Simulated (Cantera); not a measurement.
A closed system holds: 1 mol Fe2O3, 2 mol CH4, 7.1 mol H2, held at 86.0 mbar.

Cantera equilibrium calculation (NASA polynomials, part measured and part estimated; ideal gas, pure solids and liquids). Candidate condensed phases: C, C6H6, C7H8, C8H18, Fe, Fe(CO)5, FeO, Fe(OH)2, Fe(OH)3, Fe2O3, Fe3O4, H2O; 114 gas species. Equilibrium is a limit: real reactors are often held back by kinetics, nucleation or transport. All values below are at 2000 K.

Base state: H2 0.767, CO 0.149, H2O 0.0727, H 0.00485, Fe 0.00424, CO2 0.00307, OH 4.60e-5 (mole fractions); condensed: Fe(l).

**Question.** What changes in the equilibrium state with this change: Fe2O3 replaced by SiO2?

**Answer.** 
| species | before | after |
|---|---|---|
| H2 | 0.767 | 0.842 |
| CO | 0.149 | 0.114 |
| SiO | 0 | 0.0380 |
| H2O | 0.0727 | 5.80e-6 |
| Fe | 0.00424 | 0 |
| Si | 0 | 0.000166 |
| SiH | 0 | 3.03e-5 |
| SiH2 | 0 | 2.93e-5 |
| C2H2 (acetylene) | <1e-9 | 1.81e-5 |
| Fe(l), mol | 1.94 | 0 |
| SiC(s), mol | 0 | 0.498 |
Gases not in the tables: Si2H6 and higher silanes. Further candidate phases: Si, SiC, SiO2.
